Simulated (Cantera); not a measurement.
Cantera run:

```python
import numpy as np
import cantera as ct

gas_names = """
    C CO CO2 C2 C2O C3 C3O2 C4 C5 O O2 O3
""".split()
cond_names = """
    C(gr)
""".split()


# ... load() reads the species with a 1 bar reference pressure and builds the phases ...
atoms = {
    'CO': {'C': 1, 'O': 1},
    'O2': {'O': 2},
}
top_T = {'C(gr)': 4500}  # K; cautious upper limits of use, not melting points


# ... equilibrate(T, P, feed) seeds the gas with the atoms and calls Mixture.equilibrate('TP', solver="vcs", rtol=1e-11, max_steps=5000) ...
results = []
feed = {'CO': 1, 'O2': 0.32}  # mol
T = 2325  # K
P = 1900000  # Pa
mix = equilibrate(T, P, feed)
results.append((T, P, feed, dict(zip(mix.species_names, mix.species_moles))))
print(gas.report(threshold=1e-05))
for i in range(1, mix.n_phases):
    print(f"{mix.phase(i).name:16s} {mix.phase_moles(i):12.5e} mol")
```

Result:

```
       temperature   2325 K
          pressure   1.9e+06 Pa
           density   3.7593 kg/m^3
  mean mol. weight   38.248 kg/kmol
   phase of matter   gas

                          1 kg             1 kmol
                     ---------------   ---------------
          enthalpy       -5.1191e+06       -1.9579e+08  J
   internal energy       -5.6245e+06       -2.1512e+08  J
           entropy            7315.8        2.7982e+05  J/K
    Gibbs function       -2.2128e+07       -8.4636e+08  J
 heat capacity c_p            1371.8             52469  J/K
 heat capacity c_v            1154.4             44154  J/K

                      mass frac. Y      mole frac. X     chem. pot. / RT
                     ---------------   ---------------   ---------------
                CO           0.26368           0.36005           -32.021
               CO2           0.73629           0.63991           -50.401
                O2        2.5655e-05        3.0666e-05           -36.759
     [   +9 minor]        3.0477e-06         7.286e-06

C(gr)             0.00000e+00 mol
```

Method: chemical equilibrium by Gibbs-energy minimisation in Cantera with the NASA 1993 tables (ideal gas, pure condensed phases).
